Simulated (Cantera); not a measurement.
What does this Cantera script print?

```python
import numpy as np
import cantera as ct

gas = ct.Solution("gri30.yaml")


def delay(T, t_max=10):
    gas.TPX = T, 86000, {'CH4': 1, 'O2': 2.94, 'N2': 11.1}
    reactor = ct.IdealGasConstPressureReactor(gas, clone=False)
    net = ct.ReactorNet([reactor])
    net.rtol, net.atol = 1e-8, 1e-16
    while net.time < t_max:
        t_old, T_old = net.time, reactor.T
        net.step()
        if reactor.T > T + 400:  # ignition: a rise of 400 K
            return t_old + (T + 400 - T_old) / (reactor.T - T_old) * (net.time - t_old)
    return np.nan


taus = []
for T in [1323, 1373, 1423, 1473, 1523, 1573]:
    taus.append(delay(T))
    print(f"T0 = {T:6g} K   tau = {taus[-1]:.4e} s")
```

Output:

```
T0 =   1323 K   tau = 8.1165e-03 s
T0 =   1373 K   tau = 4.4293e-03 s
T0 =   1423 K   tau = 2.5209e-03 s
T0 =   1473 K   tau = 1.4990e-03 s
T0 =   1523 K   tau = 9.3130e-04 s
T0 =   1573 K   tau = 6.0320e-04 s
```

Model: GRI-Mech 3.0 (53 species, 325 reactions), integrated in Cantera.
